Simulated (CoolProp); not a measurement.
Vapour-liquid equilibrium of benzene (1) + ethylbenzene (2) at 2.61 bar; x and y are mole fractions of (1).

The numbers come from the multi-fluid Helmholtz-energy mixture model, Thol 2012 and Zhou 2012; pair parameters Bell 2016 in CoolProp.

```tsv
x	bubble temperature (°C)	y at the bubble point	dew temperature at overall composition x (°C)	liquid density (mol/L)
0.05	170.8	0.132	173.7	6.916
0.2	158.4	0.440	168.4	7.336
0.35	147.5	0.649	162.4	7.771
0.5	137.8	0.790	155.6	8.226
0.65	129.5	0.885	147.4	8.702
0.8	122.2	0.948	137.1	9.202
0.95	116.1	0.990	122.0	9.726
```

No azeotrope shows between x = 0.05 and 0.95.

Pair parameters are fitted to limited data, so mixtures are less certain than the pure fluids.
